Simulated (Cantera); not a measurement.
Charge: 1 mol B2H6, 28 mol NH3, 4.2 mol N2, equilibrated at 17.0 Pa.

These are equilibrium values from Cantera (NASA tables, ideal gas, pure condensed phases), not measurements of a reactor. Candidate condensed phases: B, BN; 15 gas species. The feed counts by its element totals alone. Rates play no part.

### Question
Which condensed phases are stable at each of these points (T (K)): 1225, 1325, 1425, 1525, 1625, 1725, 1825, 1925, 2025, 2125, 2225?

### Answer
| T (K) | condensed phases | B condensed (%) |
|---|---|---|
| 1225 | BN(s) | 100.0 |
| 1325 | BN(s) | 100.0 |
| 1425 | BN(s) | 100.0 |
| 1525 | BN(s) | 100.0 |
| 1625 | BN(s) | 100.0 |
| 1725 | BN(s) | 100.0 |
| 1825 | BN(s) | 99.8 |
| 1925 | BN(s) | 98.8 |
| 2025 | B(s) | 94.8 |
| 2125 | B(s) | 78.3 |
| 2225 | B(s) | 9.0 |

From 1225 K to 1925 K the condensed part is BN(s). From 2025 K to 2225 K the condensed part is B(s).
